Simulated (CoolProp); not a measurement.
Properties of nitrogen at several states (Tc = -147.0 °C, pc = 3.396 MPa, ω = 0.037).

Values from CoolProp's reference Helmholtz-energy equation of state, Span 2000.

| T (°C) | p (MPa) | phase | cp (kJ/(kg K)) | speed of sound (m/s) | conductivity (mW/(m K)) |
|---|---|---|---|---|---|
| 499.15 | 1.31 | gas | 1.118 | 562.2 | 54.3 |
| 495.45 | 0.743 | gas | 1.116 | 559.5 | 54.0 |
| -129.35 | 0.368 | gas | 1.080 | 241.7 | 13.7 |
| 498.45 | 7.75 | supercritical | 1.128 | 578.6 | 55.2 |
| -69.65 | 1.18 | gas | 1.091 | 289.4 | 19.2 |

Thermal conductivity comes from a separate model (Lemmon 2004).
